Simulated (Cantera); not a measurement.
An adiabatic, constant-pressure homogeneous reactor starts with CH₄ : O₂ : N₂ = 1 : 3.08 : 26.8 (molar parts), equivalence ratio 0.65, at 1600 K and 1.01 bar. Integrator tolerance rtol = 1e-08.

Computed with Cantera and GRI-Mech 3.0 (53 species, 325 reactions).

Problem. What does this change do: O2 3.08 to 1.3 parts?

Solution. 
| quantity | before | after |
|---|---|---|
| time of steepest temperature rise | 0.772 ms | 2.14 ms |
| temperature at 6.00 s | 2247 K | 1999 K |
| equilibrium temperature | 2247 K | 1999 K |
| x(CH₄) at 6.00 s | <1e-12 (gas-phase equilibrium <1e-12) | <1e-12 (gas-phase equilibrium <1e-12) |
| x(O₂) at 6.00 s | 0.0320 (gas-phase equilibrium 0.0320) | 2.94e-7 (gas-phase equilibrium 2.94e-7) |
| x(CH₃) at 6.00 s | <1e-12 (gas-phase equilibrium <1e-12) | <1e-12 (gas-phase equilibrium <1e-12) |
| x(CH₂O) at 6.00 s | <1e-12 (gas-phase equilibrium <1e-12) | 2.26e-10 (gas-phase equilibrium 2.26e-10) |
| x(CO₂) at 6.00 s | 0.0309 (gas-phase equilibrium 0.0309) | 0.00982 (gas-phase equilibrium 0.00982) |

Problem. What does this change do: N2 26.8 to 9 parts?

Solution. 
```json
[
 {"quantity": "time of steepest temperature rise", "before": "0.772 ms", "after": "0.355 ms"},
 {"quantity": "temperature at 6.00 s", "before": "2247 K", "after": "2699 K"},
 {"quantity": "equilibrium temperature", "before": "2247 K", "after": "2699 K"},
 {"quantity": "x(CH₄) at 6.00 s", "before": "<1e-12 (gas-phase equilibrium <1e-12)", "after": "<1e-12 (gas-phase equilibrium <1e-12)"},
 {"quantity": "x(O₂) at 6.00 s", "before": "0.0320 (gas-phase equilibrium 0.0320)", "after": "0.0753 (gas-phase equilibrium 0.0753)"},
 {"quantity": "x(CH₃) at 6.00 s", "before": "<1e-12 (gas-phase equilibrium <1e-12)", "after": "<1e-12 (gas-phase equilibrium <1e-12)"},
 {"quantity": "x(CH₂O) at 6.00 s", "before": "<1e-12 (gas-phase equilibrium <1e-12)", "after": "5.40e-11 (gas-phase equilibrium 5.40e-11)"},
 {"quantity": "x(CO₂) at 6.00 s", "before": "0.0309 (gas-phase equilibrium 0.0309)", "after": "0.0549 (gas-phase equilibrium 0.0549)"}
]
```
